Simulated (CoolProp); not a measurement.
A closed Brayton cycle with carbon dioxide: compressor inlet 327.15 K and 8.8 MPa, high pressure 20.9 MPa, turbine inlet 840 K, compressor efficiency 0.89, turbine efficiency 0.93, recuperator effectiveness 0 (on enthalpy, no pinch check). Each further row changes one setting.

Computed with CoolProp (reference Helmholtz-energy equation of state, Span 1996).

| case | thermal efficiency (%) | net work (kJ/kg) | compressor to turbine work | compressor exit (K) | turbine exit (K) |
|---|---|---|---|---|---|
| as stated | … | 80.3 | 0.34 | 396.7 | 731.6 |
| turbine inlet 790 K | … | … | … | 396.7 | … |
| compressor inlet 337.15 K | 13.5 | 74.7 | 0.38 | 412.4 | 731.6 |
| high pressure 17.8 MPa | 11.4 | … | … | 383.5 | 751.2 |
| recuperator effectiveness 0.5 | 20.6 | 80.3 | 0.34 | 396.7 | 731.6 |

Problem. What belongs in the gaps?

Solution. 
- as stated, thermal efficiency (%): 13.7
- turbine inlet 790 K, thermal efficiency (%): 13.8
- turbine inlet 790 K, net work (kJ/kg): 72.2
- turbine inlet 790 K, compressor to turbine work: 0.36
- turbine inlet 790 K, turbine exit (K): 685.6
- high pressure 17.8 MPa, net work (kJ/kg): 67.8
- high pressure 17.8 MPa, compressor to turbine work: 0.32
